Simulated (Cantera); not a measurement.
An adiabatic, constant-volume homogeneous reactor starts with H2 : O2 : N2 = 1 : 1.25 : 6.75 (molar parts), equivalence ratio 0.40, at 1150 K and 10.0 bar. Integrator tolerance rtol = 1e-08.

Cantera simulation using GRI-Mech 3.0 (53 species, 325 reactions); the numbers are that mechanism's predictions, not measurements. The hydrogen kinetics of GRI-Mech 3.0 are dated; newer H2 mechanisms differ, most at raised pressure.

Task: What does this change do: pressure from 10.0 bar to 0.250 bar?

Result: 
```json
[
 {"quantity": "time of steepest temperature rise", "before": "0.434 ms", "after": "0.323 ms"},
 {"quantity": "temperature at 3.00 s", "before": "2125 K", "after": "2108 K"},
 {"quantity": "equilibrium temperature", "before": "2125 K", "after": "2108 K"},
 {"quantity": "x(H2) at 3.00 s", "before": "6.81e-5 (gas-phase equilibrium 6.81e-5)", "after": "0.000381 (gas-phase equilibrium 0.000380)"},
 {"quantity": "x(O2) at 3.00 s", "before": "0.0844 (gas-phase equilibrium 0.0844)", "after": "0.0840 (gas-phase equilibrium 0.0839)"},
 {"quantity": "x(NO) at 3.00 s", "before": "0.00675 (gas-phase equilibrium 0.00675)", "after": "0.00617 (gas-phase equilibrium 0.00644)"},
 {"quantity": "x(H2O2) at 3.00 s", "before": "3.89e-7 (gas-phase equilibrium 3.89e-7)", "after": "5.74e-8 (gas-phase equilibrium 5.73e-8)"},
 {"quantity": "x(H) at 3.00 s", "before": "7.23e-6 (gas-phase equilibrium 7.23e-6)", "after": "9.79e-5 (gas-phase equilibrium 9.74e-5)"},
 {"quantity": "x(N2O) at 3.00 s", "before": "1.58e-6 (gas-phase equilibrium 1.58e-6)", "after": "2.36e-7 (gas-phase equilibrium 2.37e-7)"},
 {"quantity": "x(NO2) at 3.00 s", "before": "2.53e-5 (gas-phase equilibrium 2.53e-5)", "after": "3.73e-6 (gas-phase equilibrium 3.89e-6)"}
]
```
